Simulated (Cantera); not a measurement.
Input (Python, Cantera):

```python
import numpy as np
import cantera as ct

gas = ct.Solution("gri30.yaml")
gas.TPX = 1825, 2666, {'NO': 1, 'N2': 13}
reactor = ct.IdealGasConstPressureReactor(gas, energy="off", clone=False)
net = ct.ReactorNet([reactor])
net.rtol, net.atol = 1e-08, 1e-18
show = ['NO', 'O', 'O2', 'N2O', 'NO2', 'N2']
times = np.geomspace(2e-05, 40, 14)

steps = ct.SolutionArray(gas, extra=["t"])
rows = []
print(f"{'t/s':>10s}{'T/K':>9s}{'P/Pa':>11s}" + "".join(f"{s:>11s}" for s in show))
for t in times:
    while net.time < t:
        t_next = net.step()
        steps.append(gas.state, t=t_next)
    rows.append([np.interp(t, steps.t, y) for y in (steps.T, steps.P, *steps(*show).X.T)])
    print(f"{t:10.3e}{rows[-1][0]:9.1f}{rows[-1][1]:11.4g}" + "".join(f"{x:11.3e}" for x in rows[-1][2:]))
rate = np.gradient(steps.T, steps.t)
print("integrator steps:", len(steps.t))
if steps.T.max() > steps.T[0] + 200:
    print(f"time of steepest temperature rise: {steps.t[rate.argmax()]:.4e} s")
gas.TPX = 1825, 2666, {'NO': 1, 'N2': 13}
gas.equilibrate("TP")
print(f"equilibrium (TP): T = {gas.T:.1f} K  " + "  ".join(f"{s} {gas[s].X[0]:.3e}" for s in show))
```

It prints:

```
       t/s      T/K       P/Pa         NO          O         O2        N2O        NO2         N2
 2.000e-05   1825.0       2666  7.143e-02  7.853e-10  8.989e-15  7.851e-10  4.634e-14  9.286e-01
 6.106e-05   1825.0       2666  7.143e-02  2.398e-09  8.373e-14  2.396e-09  4.311e-13  9.286e-01
 1.864e-04   1825.0       2666  7.143e-02  7.326e-09  7.852e-13  7.305e-09  4.027e-12  9.286e-01
 5.690e-04   1825.0       2666  7.143e-02  2.242e-08  7.293e-12  2.222e-08  3.696e-11  9.286e-01
 1.737e-03   1825.0       2666  7.143e-02  6.894e-08  6.822e-11  6.712e-08  3.336e-10  9.286e-01
 5.303e-03   1825.0       2666  7.143e-02  2.152e-07  6.476e-10  1.983e-07  2.850e-09  9.286e-01
 1.619e-02   1825.0       2666  7.143e-02  7.005e-07  6.353e-09  5.494e-07  2.098e-08  9.286e-01
 4.942e-02   1825.0       2666  7.142e-02  2.481e-06  6.902e-08  1.272e-06  1.190e-07  9.286e-01
 1.509e-01   1825.0       2666  7.141e-02  9.017e-06  8.874e-07  1.985e-06  5.006e-07  9.286e-01
 4.606e-01   1825.0       2666  7.138e-02  2.409e-05  1.115e-05  2.076e-06  1.283e-06  9.286e-01
 1.406e+00   1825.0       2666  7.124e-02  3.255e-05  7.586e-05  2.046e-06  1.676e-06  9.286e-01
 4.292e+00   1825.0       2666  7.079e-02  3.573e-05  2.966e-04  2.014e-06  1.867e-06  9.289e-01
 1.310e+01   1825.0       2666  6.935e-02  4.407e-05  1.014e-03  1.916e-06  2.357e-06  9.296e-01
 4.000e+01   1825.0       2666  6.440e-02  6.457e-05  3.476e-03  1.620e-06  3.403e-06  9.321e-01
integrator steps: 424
equilibrium (TP): T = 1825.0 K  NO 2.037e-03  O 1.761e-04  O2 3.460e-02  N2O 2.106e-08  NO2 3.211e-07  N2 9.632e-01
```

Model: GRI-Mech 3.0 (53 species, 325 reactions), integrated in Cantera. Radical loss at walls, strong at low pressure, is not modelled.
